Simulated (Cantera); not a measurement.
A Cantera script and its output.

```python
import numpy as np
import cantera as ct

gas = ct.Solution("gri30.yaml")
gas.TPX = 1500, 1333, {'C2H4': 1, 'H2': 8.6}
reactor = ct.IdealGasConstPressureReactor(gas, energy="off", clone=False)
net = ct.ReactorNet([reactor])
net.rtol, net.atol = 1e-08, 1e-18
show = ['C2H4', 'H2', 'CH3', 'C2H6', 'H', 'C2H']
times = np.geomspace(1e-05, 100, 14)

steps = ct.SolutionArray(gas, extra=["t"])
rows = []
print(f"{'t/s':>10s}{'T/K':>9s}{'P/Pa':>11s}" + "".join(f"{s:>11s}" for s in show))
for t in times:
    while net.time < t:
        t_next = net.step()
        steps.append(gas.state, t=t_next)
    rows.append([np.interp(t, steps.t, y) for y in (steps.T, steps.P, *steps(*show).X.T)])
    print(f"{t:10.3e}{rows[-1][0]:9.1f}{rows[-1][1]:11.4g}" + "".join(f"{x:11.3e}" for x in rows[-1][2:]))
rate = np.gradient(steps.T, steps.t)
print("integrator steps:", len(steps.t))
if steps.T.max() > steps.T[0] + 200:
    print(f"time of steepest temperature rise: {steps.t[rate.argmax()]:.4e} s")
gas.TPX = 1500, 1333, {'C2H4': 1, 'H2': 8.6}
gas.equilibrate("TP")
print(f"equilibrium (TP): T = {gas.T:.1f} K  " + "  ".join(f"{s} {gas[s].X[0]:.3e}" for s in show))
```

It prints:

```
       t/s      T/K       P/Pa       C2H4         H2        CH3       C2H6          H        C2H
 1.000e-05   1500.0       1333  1.042e-01  8.958e-01  1.692e-15  2.378e-12  7.496e-10  2.296e-18
 3.455e-05   1500.0       1333  1.042e-01  8.958e-01  4.730e-14  2.353e-11  2.919e-09  2.893e-17
 1.194e-04   1500.0       1333  1.041e-01  8.958e-01  9.646e-13  1.689e-10  1.094e-08  3.690e-16
 4.125e-04   1500.0       1333  1.041e-01  8.958e-01  8.958e-12  8.080e-10  3.905e-08  4.539e-15
 1.425e-03   1500.0       1333  1.040e-01  8.959e-01  4.671e-11  3.502e-09  1.365e-07  5.492e-14
 4.924e-03   1500.0       1333  1.034e-01  8.959e-01  2.460e-10  1.782e-08  4.773e-07  6.695e-13
 1.701e-02   1500.0       1333  1.016e-01  8.961e-01  1.499e-09  1.077e-07  1.715e-06  8.528e-12
 5.878e-02   1500.0       1333  9.429e-02  8.968e-01  8.171e-09  5.512e-07  6.395e-06  1.200e-10
 2.031e-01   1500.0       1333  6.679e-02  8.993e-01  2.179e-08  9.552e-07  1.403e-05  9.935e-10
 7.017e-01   1500.0       1333  1.528e-02  9.041e-01  5.220e-08  3.643e-07  2.624e-05  4.394e-09
 2.424e+00   1500.0       1333  3.198e-04  9.054e-01  3.460e-07  1.791e-08  1.425e-04  2.784e-08
 8.377e+00   1500.0       1333  3.192e-04  9.054e-01  5.460e-07  1.805e-08  1.471e-04  2.873e-08
 2.894e+01   1500.0       1333  3.189e-04  9.053e-01  1.195e-06  1.821e-08  1.470e-04  2.870e-08
 1.000e+02   1500.0       1333  3.180e-04  9.049e-01  3.318e-06  1.969e-08  1.469e-04  2.860e-08
integrator steps: 721
equilibrium (TP): T = 1500.0 K  C2H4 3.152e-04  H2 9.037e-01  CH3 9.647e-06  C2H6 3.278e-08  H 1.459e-04  C2H 2.822e-08
```

Detailed kinetics in Cantera: GRI-Mech 3.0 (53 species, 325 reactions). GRI-Mech 3.0 was tuned for natural gas; its chemistry of ethylene as a main component is partial and can be far from experiment. GRI-Mech 3.0 stops at C3 and has no aromatics, soot or wall deposition, so with more carbon than oxygen in the feed, carbon stays in small species such as C2H2 where larger ones or solid carbon would form. Radical loss at walls, strong at low pressure, is not modelled.
